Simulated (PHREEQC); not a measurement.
PHREEQC input (Pitzer model, pitzer.dat):

```
SOLUTION 1
  temp 25
  units mol/kgw
  pH 7 charge
  Cl 0.12
  K 0.12
  Br 0.0035
  Na 0.0035
  S(6) 5.9e-05
  Ca 5.9e-05
END
USE solution 1
INCREMENTAL_REACTIONS false
REACTION 1
  H2O -1
  0 9.886 18.011 24.689 30.178 34.689 38.397 41.444
  43.949 46.007 47.699 49.089 50.232 51.172 51.944 52.578
  53.1 53.528 53.88 54.17 54.408 54.603 54.764 54.896
  55.005 55.094 55.168 55.228 moles
EQUILIBRIUM_PHASES 1
  Arcanite 0 0
  Glaserite 0 0
  Glauberite 0 0
  Gypsum 0 0
  Anhydrite 0 0
  Halite 0 0
  Mirabilite 0 0
  Misenite 0 0
  Portlandite 0 0
  Sylvite 0 0
  Syngenite 0 0
  Thenardite 0 0
SELECTED_OUTPUT 1
  -reset false
  -pH true
  -pe true
  -ionic_strength true
  -water true
  -activities H2O
  -totals Br Ca Cl K Na S
  -molalities H+ Na+ K+ Ca+2 Cl- SO4-2 Br- OH- HSO4-
  -equilibrium_phases Arcanite Glaserite Glauberite Gypsum Anhydrite Halite Mirabilite Misenite Portlandite Sylvite
    Syngenite Thenardite
PRINT
  -reset false
END
```

Selected output (columns that matter, 12 of 28 rows; water left (kg) added in front):

```
water left (kg)	pH	mu	Br	Ca	Cl	K	Na	S	m_H+	m_Na+	m_K+	m_Ca+2	la_H2O	Sylvite
1	6.9935	0.12374	0.0035	5.9e-05	0.12	0.12	0.0035	5.9e-05	1.2881e-07	0.0035	0.12	5.9e-05	-0.0017835	0
0.675514	6.9915	0.18317	0.0051812	8.7341e-05	0.17764	0.17764	0.0051812	8.7341e-05	1.3189e-07	0.0051812	0.17764	8.7341e-05	-0.0026192	0
0.375043	6.9864	0.32993	0.0093323	0.00015732	0.31996	0.31996	0.0093323	0.00015732	1.3542e-07	0.0093323	0.31996	0.00015732	-0.0046687	0
0.253345	6.9808	0.48841	0.013815	0.00023288	0.47366	0.47366	0.013815	0.00023288	1.363e-07	0.013815	0.47366	0.00023288	-0.0068767	0
0.140655	6.9671	0.87971	0.024884	0.00041947	0.85315	0.85315	0.024884	0.00041947	1.3356e-07	0.024884	0.85315	0.00041947	-0.012356	0
0.0950203	6.9527	1.3022	0.036834	0.00062092	1.2629	1.2629	0.036834	0.00062092	1.2757e-07	0.036834	1.2629	0.00062092	-0.018364	0
0.0527548	6.9196	2.3455	0.066345	0.0011184	2.2747	2.2747	0.066345	0.0011184	1.097e-07	0.066345	2.2747	0.0011184	-0.03381	0
0.0356396	6.8884	3.4719	0.098205	0.0016555	3.367	3.367	0.098205	0.0016555	9.1167e-08	0.098205	3.367	0.0016555	-0.051668	0
0.0197855	6.8532	4.9413	0.1769	0.002982	4.7525	4.7525	0.1769	0.002982	7.0888e-08	0.1769	4.7525	0.002982	-0.076999	0.02597
0.0133718	6.8463	5.0131	0.26175	0.0044123	4.7337	4.7337	0.26175	0.0044123	6.974e-08	0.26175	4.7337	0.0044123	-0.078386	0.056702
0.0074265	6.8292	5.1898	0.47129	0.0079445	4.6868	4.6868	0.47129	0.0079445	6.7001e-08	0.47129	4.6868	0.0079445	-0.081878	0.085194
0.00501235	6.8104	5.3807	0.69827	0.011771	4.6353	4.6353	0.69827	0.011771	6.4174e-08	0.69827	4.6353	0.011771	-0.085765	0.096766
```

Complexes and solids missing from the database can't appear.
